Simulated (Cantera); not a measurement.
What does this Cantera script print?

```python
import numpy as np
import cantera as ct

gas = ct.Solution("gri30.yaml")


def delay(T, t_max=10):
    gas.TPX = T, 380000, {'CO': 1, 'H2': 0.49, 'O2': 0.866, 'N2': 3.26}
    reactor = ct.IdealGasConstPressureReactor(gas, clone=False)
    net = ct.ReactorNet([reactor])
    net.rtol, net.atol = 1e-8, 1e-16
    while net.time < t_max:
        t_old, T_old = net.time, reactor.T
        net.step()
        if reactor.T > T + 400:  # ignition: a rise of 400 K
            return t_old + (T + 400 - T_old) / (reactor.T - T_old) * (net.time - t_old)
    return np.nan


taus = []
for T in [1425, 1500, 1575, 1650, 1725]:
    taus.append(delay(T))
    print(f"T0 = {T:6g} K   tau = {taus[-1]:.4e} s")

# d ln(tau) / d ln(k), from doubling and halving each rate constant
T, sens = 1650, []
for i in range(gas.n_reactions):
    gas.set_multiplier(2.0, i)
    up = delay(T)
    gas.set_multiplier(0.5, i)
    down = delay(T)
    gas.set_multiplier(1.0, i)
    sens.append((np.log(up / down) / np.log(4.0), gas.reaction(i).equation))
sens.sort(key=lambda x: -abs(x[0]))
print(f"sensitivities at {T} K")
for s, eq in sens[:10]:
    print(f"{s:8.3f}  {eq}")
```

Result:

```
T0 =   1425 K   tau = 8.0177e-06 s
T0 =   1500 K   tau = 6.7189e-06 s
T0 =   1575 K   tau = 5.9167e-06 s
T0 =   1650 K   tau = 5.4213e-06 s
T0 =   1725 K   tau = 5.1340e-06 s
sensitivities at 1650 K
  -0.278  H + O2 <=> O + OH
  -0.155  H2 + O <=> H + OH
  -0.130  CO + OH <=> CO2 + H
  -0.098  H + O2 + H2O <=> HO2 + H2O
  -0.066  H2 + OH <=> H + H2O
  -0.062  H + O2 + N2 <=> HO2 + N2
  -0.050  H + OH + M <=> H2O + M
  -0.048  H + O2 + M <=> HO2 + M
  -0.027  H + HO2 <=> H2 + O2
  -0.023  CO + O (+M) <=> CO2 (+M)
```

Cantera simulation using GRI-Mech 3.0 (53 species, 325 reactions); the numbers are that mechanism's predictions, not measurements. The hydrogen kinetics of GRI-Mech 3.0 are dated; newer H2 mechanisms differ, most at raised pressure. Where the delays flatten at high temperature, the 400 K rule measures the pace of heat release, not the induction time.
